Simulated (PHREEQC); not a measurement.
Make-up at 3.2 °C: 98 mmol/kgw H3PO4, 18 mmol/kgw HF and 0.97 mmol/kgw H4SiO4. Closed to the air; pH follows from the charge balance.

All values are PHREEQC results (ion-association model, phreeqc.dat), not measurements.

```json
{
 "pH": "1.58",
 "ionic_strength": "0.0313 mol/kgw",
 "total_alkalinity": "-116 meq/kg"
}
```

| species | molality | activity | log γ |
|---|---|---|---|
| H3PO4 | 0.0701 | 0.0706 | 0.003 |
| H+ | 0.0303 | 0.0266 | -0.057 |
| H2PO4- | 0.0279 | 0.0239 | -0.067 |
| HF | 0.0116 | 0.0117 | 0.003 |
| SiF6-2 | 0.000970 | 0.000520 | -0.271 |
| F- | 0.000505 | 0.000427 | -0.073 |
| HF2- | 1.79e-5 | 1.52e-5 | -0.069 |
| HPO4-2 | 9.14e-8 | 4.90e-8 | -0.271 |
| H4SiO4 | 1.28e-8 | 1.28e-8 | 0.003 |

This is a speciation only: nothing precipitates in the calculation. At this temperature some constants are extrapolated from 25 °C, and those without enthalpy data are left unchanged. SiF6-2 is the database's only silicon fluoride.
